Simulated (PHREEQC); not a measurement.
Solution (38 °C): 1.7 mmol/kgw NaOH and 0.038 mmol/kgw KNO3. Closed to the air; pH follows from the charge balance.

Computed with PHREEQC (ion-association model, phreeqc.dat).

The pH is 10.80 and the ionic strength comes out as 0.00174 mol/kgw. The specific conductance is 542 µS/cm and the total alkalinity is 1.70 meq/kg.

| species | molality | activity | log γ |
|---|---|---|---|
| OH- | 0.00170 | 0.00162 | -0.021 |
| Na+ | 0.00170 | 0.00162 | -0.020 |
| K+ | 3.80e-5 | 3.62e-5 | -0.021 |
| NO3- | 3.80e-5 | 3.62e-5 | -0.021 |

Precipitation was switched off in this run. Constants without temperature data keep their 25 °C values here.
